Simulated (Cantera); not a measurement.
Input: 1 mol FeS2, 0.25 mol H2S, 3 mol N2, equilibrated at 1502 °C and 13300 Pa.

Equilibrium computed with Cantera from the NASA thermochemical tables; the gas is ideal and each condensed phase is pure. Candidate condensed phases: Fe, FeS, FeS2, S; 16 gas species. FeS: taken at fixed stoichiometry. Rates play no part.

Task: What is the equilibrium state?

Result: 
| Property | Result |
|---|---|
| x(N2) | 0.777 |
| x(S2) | 0.155 |
| x(H2) | 0.0537 |
| x(H2S) | 0.00911 |
| x(SH) | 0.00372 |
| x(S) | 0.000653 |
| x(H) | 0.000184 |
| x(Fe) | 1.99e-5 |
| x(SN) | 2.27e-6 |
| n(FeS(l)) | 1.000 mol |
| gas amount | 3.859 mol |
| log10 activity of Fe(δ) (absent) | -0.89 |
| log10 activity of S(l) (absent) | -2.29 |
